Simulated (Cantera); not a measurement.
A closed system holds: 1 mol C₂H₂, 0.066 mol O₂, 2.8 mol H₂, 1.2 mol CO₂, equilibrated at 1950 K and 0.0410 bar.

Method: chemical equilibrium by Gibbs-energy minimisation in Cantera with the NASA 1993 tables (ideal gas, pure condensed phases). Candidate condensed phases: C, C₆H₆, C₇H₈, C₈H₁₈, H₂O; 110 gas species. The numbers say what is thermodynamically allowed, not how fast it happens.

Base state: H₂ 0.596, CO 0.399, H 0.00437, C₂H₂ (acetylene) 0.000326 (mole fractions); condensed: C(graphite).

**Question.** What changes in the equilibrium state with this change: pressure from 0.0410 bar to 0.00180 bar?

**Answer.** 
```tsv
species	before	after
H₂	0.596	0.583
CO	0.399	0.396
H	0.00437	0.0206
C₂H₂ (acetylene)	0.000326	0.000319
C(graphite), mol	0.664	0.664
```
